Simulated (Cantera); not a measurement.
# Equilibrium for abatement and gas-phase synthesis: S + O2 + H2

Feed: 1 mol S, a varied amount of O2, 0.06 mol H2, held at 2100 K and 66.0 Pa.

Equilibrium computed with Cantera from the NASA thermochemical tables; the gas is ideal and each condensed phase is pure. Candidate condensed phases: H2O, H2SO4, S; 19 gas species. Equilibrium is a limit: real reactors are often held back by kinetics, nucleation or transport.

| n(O2) (mol) | log p SO2 | log p S2 | log p O2 | log p SO | log p S | log p H2 | log p H2O | log p O | log p H | log p SH | log p OH |
|---|---|---|---|---|---|---|---|---|---|---|---|
| 0.11 | -4.40 | -3.49 | -7.84 | -3.93 | -3.97 | -4.46 | -5.16 | -6.78 | -4.74 | -5.03 | -6.36 |
| 0.14 | -4.26 | -3.52 | -7.69 | -3.87 | -3.99 | -4.49 | -5.10 | -6.70 | -4.75 | -5.06 | -6.29 |
| 0.18 | -4.12 | -3.57 | -7.52 | -3.82 | -4.01 | -4.52 | -5.05 | -6.62 | -4.77 | -5.10 | -6.22 |
| 0.23 | -3.99 | -3.63 | -7.36 | -3.77 | -4.04 | -4.55 | -5.01 | -6.54 | -4.78 | -5.15 | -6.16 |
| 0.29 | -3.88 | -3.71 | -7.21 | -3.73 | -4.08 | -4.59 | -4.97 | -6.46 | -4.80 | -5.20 | -6.10 |
| 0.38 | -3.75 | -3.83 | -7.02 | -3.69 | -4.14 | -4.64 | -4.92 | -6.37 | -4.83 | -5.29 | -6.03 |
| 0.49 | -3.63 | -4.00 | -6.81 | -3.67 | -4.23 | -4.70 | -4.88 | -6.26 | -4.86 | -5.40 | -5.96 |
| 0.63 | -3.51 | -4.28 | -6.56 | -3.69 | -4.36 | -4.78 | -4.83 | -6.14 | -4.89 | -5.58 | -5.87 |
| 0.81 | -3.38 | -4.90 | -6.12 | -3.78 | -4.68 | -4.91 | -4.74 | -5.92 | -4.96 | -5.96 | -5.72 |
| 1 | -3.26 | -7.06 | -4.92 | -4.26 | -5.75 | -5.35 | -4.58 | -5.32 | -5.18 | -7.26 | -5.34 |
| 1.3 | -3.33 | -9.25 | -3.89 | -4.84 | -6.85 | -5.94 | -4.65 | -4.80 | -5.47 | -8.65 | -5.12 |
| 1.7 | -3.44 | -10.01 | -3.62 | -5.09 | -7.23 | -6.20 | -4.78 | -4.67 | -5.61 | -9.16 | -5.11 |
log p: log10 of the partial pressure in bar; nothing condenses.

From 0.11 mol O2 to 1.7 mol O2 nothing is condensed.
